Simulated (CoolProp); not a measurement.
A single-stage vapour-compression cycle with R507A: evaporating at 248.15 K (dew point), condensing at 280.15 K (bubble point), superheat 5 K, subcooling 2 K, compressor efficiency 0.6, no pressure losses. Each further row changes one setting.

Values from CoolProp's reference Helmholtz-energy equation of state, Lemmon 2003. It is a pseudo-pure fit of the blend.

| case | cooling COP | pressure ratio | discharge temperature (K) | refrigerating effect (kJ/kg) | volumetric capacity (kJ/m³) |
|---|---|---|---|---|---|
| as stated | 3.98 | 2.98 | 304.1 | 146 | 1940 |
| evaporating temperature 253.15 K | 4.93 | 2.46 | 300.6 | 149 | 2380 |
| condensing temperature 275.15 K | 4.87 | 2.56 | 296.9 | 153 | 2030 |
| subcooling 7 K | 4.17 | 2.98 | 304.1 | 153 | 2030 |
| superheat 15 K | 4.00 | 2.98 | 314.8 | 155 | 1950 |
| compressor efficiency 0.5 | 3.32 | 2.98 | 311.5 | 146 | 1940 |
